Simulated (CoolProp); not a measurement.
Values from CoolProp's reference Helmholtz-energy equation of state, Span 1996.

### Question
For carbon dioxide, give the phase and the cv (kJ/(kg K)), isothermal compressibility (1/MPa) at 97.55 °C and 270 bar.

### Answer
- 97.55 °C and 270 bar: supercritical; cv 0.905, isothermal compressibility 0.0234
